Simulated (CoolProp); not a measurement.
R152A along the isobar 130 bar: fugacity coefficient from the reference equation and from simpler models built on Tc = 386.4 K, pc = 45.17 bar, ω = 0.275; each cubic takes its own stable root.

Values from CoolProp's reference Helmholtz-energy equation of state, Outcalt 1996. It is a modified Benedict-Webb-Rubin equation, recast in Helmholtz form.

```
T (K)          phase  reference  van der Waals  Redlich-Kwong  Soave-Redlich-Kwong  Peng-Robinson
-----  -------------  ---------  -------------  -------------  -------------------  -------------
282.7         liquid    0.03720         0.1358        0.06177              0.04108        0.03861
300.8         liquid    0.06176         0.1710        0.09356              0.06875        0.06435
318.9         liquid    0.09501         0.2092         0.1328               0.1064        0.09931
337           liquid     0.1372         0.2498         0.1786               0.1541         0.1437
355.1         liquid     0.1879         0.2922         0.2297               0.2112         0.1969
373.2         liquid     0.2460         0.3356         0.2848               0.2758         0.2573
391.3  supercritical     0.3096         0.3795         0.3420               0.3456         0.3226
409.4  supercritical     0.3764         0.4232         0.3996               0.4174         0.3899
427.6  supercritical     0.4439         0.4664         0.4563               0.4883         0.4565
445.7  supercritical     0.5084         0.5081         0.5098               0.5545         0.5190
463.8  supercritical     0.5678         0.5479         0.5595               0.6147         0.5759
481.9  supercritical     0.6209         0.5856         0.6047               0.6682         0.6270
500    supercritical     0.6678         0.6207         0.6453               0.7154         0.6724
```
